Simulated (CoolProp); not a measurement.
Properties of diethyl ether along the isotherm 244.15 °C.

Values from CoolProp's reference Helmholtz-energy equation of state, Thol 2014.

| p (bar) | phase | density (kg/m³) | isothermal compressibility (1/MPa) |
|---|---|---|---|
| 7.15 | gas | 12.93 | 1.470 |
| 14.3 | gas | 27.32 | ? |
| 21.4 | gas | 43.54 | 0.5623 |
| 28.6 | gas | 62.66 | ? |
| 35.7 | gas | ? | 0.4115 |
| 42.9 | supercritical | 113.5 | ? |
| 50 | supercritical | 149.0 | ? |
| 57.2 | supercritical | 194.7 | 0.3603 |
| 64.3 | supercritical | 246.7 | 0.2954 |
| 71.5 | supercritical | 294.2 | 0.1957 |
| 78.6 | supercritical | 329.1 | 0.1260 |
| 85.8 | supercritical | 354.7 | 0.08629 |
| 92.9 | supercritical | ? | ? |

### Question
Complete the blanks.

### Answer

- 14.3, isothermal compressibility (1/MPa): 0.7815
- 28.6, isothermal compressibility (1/MPa): 0.4610
- 35.7, density (kg/m³): 85.23
- 42.9, isothermal compressibility (1/MPa): 0.3884
- 50, isothermal compressibility (1/MPa): 0.3785
- 92.9, density (kg/m³): 373.9
- 92.9, isothermal compressibility (1/MPa): 0.06382
